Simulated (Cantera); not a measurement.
**Thermodynamics of abatement and gas-phase synthesis, feed HBr + H2**

Input: 1 mol HBr, 0.31 mol H2, at 1.70e7 Pa.

Method: chemical equilibrium by Gibbs-energy minimisation in Cantera with the NASA 1993 tables (ideal gas, pure condensed phases). Candidate condensed phases: Br2; 5 gas species. The ideal-gas law is rough above about 30 bar. Rates play no part.

```json
[
 {"T (K)": "1673", "x HBr": "0.762", "x H2": "0.237", "x Br": "0.000763", "x Br2": "0.000212", "x H": "4.25e-6"},
 {"T (K)": "1773", "x HBr": "0.761", "x H2": "0.238", "x Br": "0.00143", "x Br2": "0.000328", "x H": "1.06e-5"},
 {"T (K)": "1873", "x HBr": "0.759", "x H2": "0.238", "x Br": "0.00249", "x Br2": "0.000484", "x H": "2.42e-5"},
 {"T (K)": "1973", "x HBr": "0.756", "x H2": "0.239", "x Br": "0.00412", "x Br2": "0.000684", "x H": "5.06e-5"},
 {"T (K)": "2073", "x HBr": "0.753", "x H2": "0.240", "x Br": "0.00646", "x Br2": "0.000931", "x H": "9.88e-5"},
 {"T (K)": "2173", "x HBr": "0.747", "x H2": "0.241", "x Br": "0.00971", "x Br2": "0.00122", "x H": "0.000182"},
 {"T (K)": "2273", "x HBr": "0.741", "x H2": "0.243", "x Br": "0.0140", "x Br2": "0.00156", "x H": "0.000318"},
 {"T (K)": "2373", "x HBr": "0.732", "x H2": "0.246", "x Br": "0.0196", "x Br2": "0.00193", "x H": "0.000531"},
 {"T (K)": "2473", "x HBr": "0.722", "x H2": "0.249", "x Br": "0.0265", "x Br2": "0.00232", "x H": "0.000853"},
 {"T (K)": "2573", "x HBr": "0.709", "x H2": "0.252", "x Br": "0.0349", "x Br2": "0.00272", "x H": "0.00132"},
 {"T (K)": "2673", "x HBr": "0.695", "x H2": "0.256", "x Br": "0.0447", "x Br2": "0.00312", "x H": "0.00199"},
 {"T (K)": "2773", "x HBr": "0.678", "x H2": "0.260", "x Br": "0.0560", "x Br2": "0.00351", "x H": "0.00291"}
]
```
x: gas mole fraction; nothing condenses.

From 1673 K to 2773 K nothing is condensed.
